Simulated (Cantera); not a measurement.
# Premixed flame

A freely propagating, adiabatic, planar premixed flame of 48.0 % H₂, 10.9 % O₂, 41.1 % N₂, unburnt at 550 K and 750 Torr; mixture-averaged transport, grid criteria slope 0.08 and curve 0.16, no radiation.

Model: the H2/O2 subset of GRI-Mech 3.0, which has no nitrogen chemistry, integrated in Cantera. Burning velocities carry a grid error of a few per cent, more on coarse grids.

```csv
z (mm),T (K),u (m/s),x H₂,x O₂,x O,x HO₂,x H₂O₂,x H
-1.33,550,7.60,0.480,0.109,<1e-8,<1e-8,<1e-8,<1e-8
-0.887,550,7.60,0.480,0.109,<1e-8,<1e-8,<1e-8,<1e-8
-0.665,550,7.60,0.480,0.109,<1e-8,<1e-8,<1e-8,<1e-8
-0.444,550,7.60,0.480,0.109,<1e-8,6.51e-7,<1e-8,4.01e-8
-0.222,580,7.97,0.476,0.109,1.49e-5,0.000262,5.39e-6,0.000330
-0.111,817,11.0,0.442,0.102,0.000303,0.000156,1.06e-5,0.00928
0,1212,15.8,0.346,0.0654,0.00268,6.36e-5,1.62e-6,0.0490
0.111,1473,19.1,0.262,0.0171,0.00266,1.60e-5,7.82e-7,0.0831
0.222,1584,20.4,0.243,0.00315,0.00135,2.84e-6,4.62e-7,0.0865
0.444,1690,21.7,0.246,0.000470,0.000895,4.25e-7,3.12e-7,0.0759
0.887,1802,22.9,0.256,0.000268,0.000666,2.46e-7,1.92e-7,0.0605
1.77,1910,24.1,0.266,0.000165,0.000424,1.57e-7,1.04e-7,0.0450
3.55,2004,25.1,0.274,8.63e-5,0.000227,8.98e-8,5.19e-8,0.0313
```
x: mole fraction of selected species; z is measured from the peak of heat release.

```yaml
laminar_burning_velocity: 760 cm/s
thermal_thickness: 0.444 mm
peak x(O): 0.00331
peak x(HO₂): 0.000281
peak x(H₂O₂): 1.27e-5
peak x(H): 0.0873
```
